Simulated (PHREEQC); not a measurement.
# Spent oxide etchant (model solution)

A solution holds 2.9 mmol/kgw HF, 0.053 mmol/kgw H2SiF6, 0.11 mmol/kgw HBF4 and 0.044 mmol/kgw H2SO4, at 25 °C. Closed to the air; pH follows from the charge balance.

All values are PHREEQC results (ion-association model, phreeqc.dat), not measurements.

```json
{
 "pH": "2.89",
 "ionic_strength": "0.00143 mol/kgw",
 "total_alkalinity": "-3.75 meq/kg"
}
```

| species | molality | activity | log γ |
|---|---|---|---|
| HF | 0.00207 | 0.00208 | 0.000 |
| H+ | 0.00135 | 0.00129 | -0.017 |
| F- | 0.00112 | 0.00107 | -0.019 |
| H3BO3 | 6.36e-5 | 6.37e-5 | 0.000 |
| SiF6-2 | 4.68e-5 | 3.95e-5 | -0.073 |
| SO4-2 | 3.96e-5 | 3.35e-5 | -0.073 |
| BF4- | 3.58e-5 | 3.43e-5 | -0.018 |
| HF2- | 8.87e-6 | 8.51e-6 | -0.018 |

No solid was allowed to form. SiF6-2 is the database's only silicon fluoride. Real BF4- forms and hydrolyses slowly; the run takes it at equilibrium.
